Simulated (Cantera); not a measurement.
Cantera run:

```python
import numpy as np
import cantera as ct

gas_names = [...]  # 113 gases of nasa_gas.yaml made of C, H, O, Ta
cond_names = """
    C(gr) C6H6(L) C7H8(L) C8H18(L),n-octa H2O(s) H2O(L) Ta(cr) Ta(L) TaC(s) TaC(L) Ta2O5(s) Ta2O5(L)
""".split()


# ... load() reads the species with a 1 bar reference pressure and builds the phases ...
atoms = {
    'Ta2O5': {'Ta': 2, 'O': 5},
    'C': {'C': 1},
    'H2': {'H': 2},
}
top_T = {'C(gr)': 4500}  # K; cautious upper limits of use, not melting points


# ... equilibrate(T, P, feed) seeds the gas with the atoms and calls Mixture.equilibrate('TP', solver="vcs", rtol=1e-11, max_steps=5000) ...
results = []
feed = {'Ta2O5': 1, 'C': 1.9, 'H2': 7.7}  # mol
T = 2248.15  # K
for P in [10, 36, 130, 460, 1700, 6000, 22000, 77000, 280000, 1000000]:
    mix = equilibrate(T, P, feed)
    results.append((T, P, feed, dict(zip(mix.species_names, mix.species_moles))))

top = {s: max(r[3][s] / sum(r[3][g] for g in gas_names) for r in results) for s in gas_names}
cols = sorted((s for s in top if top[s] > 0.001), key=lambda s: -top[s])[:5]
seen = [c for c in cond_names if any(r[3].get(c, 0) > 1e-12 for r in results)]
print("log10 of partial pressures in bar; condensed amounts in mol")
print(f"{'P/Pa':>10s}" + "".join(f"{s[:9]:>10s}" for s in cols + seen))
for T, P, feed, n in results:
    ng = sum(n[g] for g in gas_names)
    print(f"{P:10.4g}" + "".join(f"{np.log10(max(n[s] / ng * P / 1e5, 1e-99)):10.3f}" for s in cols)
          + "".join(f"{n.get(c, 0):10.4g}" for c in seen))
```

Output:

```
log10 of partial pressures in bar; condensed amounts in mol
      P/Pa        H2         H        CO      TaO2       TaO    Ta(cr)    TaC(s)  Ta2O5(L)
        10    -4.490    -4.379    -4.881    -5.058    -5.412    0.1771         0         0
        36    -3.780    -4.023    -4.277    -4.427    -5.096    0.3301         0   0.01855
       130    -3.090    -3.678    -3.643    -4.427    -5.096    0.6699         0    0.4753
       460    -2.487    -3.377    -3.066    -4.427    -5.096    0.7458         0    0.5769
      1700    -1.893    -3.080    -2.485    -4.427    -5.096    0.7661         0    0.6038
      6000    -1.333    -2.800    -1.932    -4.427    -5.096    0.7714         0    0.6106
   2.2e+04    -0.762    -2.515    -1.365    -4.427    -5.096    0.7729         0    0.6125
   7.7e+04    -0.189    -2.228    -0.943    -4.481    -5.259         0     0.555    0.7223
   2.8e+05     0.372    -1.947    -0.384    -4.561    -5.499         0    0.5604    0.7197
     1e+06     0.925    -1.671     0.167    -4.640    -5.735         0    0.5681     0.716
```

Method: chemical equilibrium by Gibbs-energy minimisation in Cantera with the NASA 1993 tables (ideal gas, pure condensed phases). Mutual solubility and eutectic melting of coexisting phases are not modelled. TaC: taken at fixed stoichiometry. Condensed phases not in the tables: Ta2C, N, O or C dissolved in the metal.
